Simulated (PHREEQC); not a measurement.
Solution (15 °C): 0.23 mol/kgw NH3. Closed to the air; pH follows from the charge balance.

Computed with PHREEQC (ion-association model, phreeqc.dat).

| quantity | before | after |
|---|---|---|
| pH | 11.63 | 11.46 |
| ionic strength (mol/kgw) | 0.00204 | 0.00208 |
| NH4+ (mol/kgw) | 0.00204 | 0.00208 |

**Question.** What was changed between the two runs?
(A) NH3 from 0.23 to 0.207 mol/kgw
(B) 0.006 mol/kgw NaOH added
(C) NH3 from 0.23 to 0.046 mol/kgw
(D) temperature from 15 to 20 °C
(E) NH3 replaced by NH4Cl at the same molality

**Answer.** D, temperature from 15 to 20 °C

No solid was allowed to form.
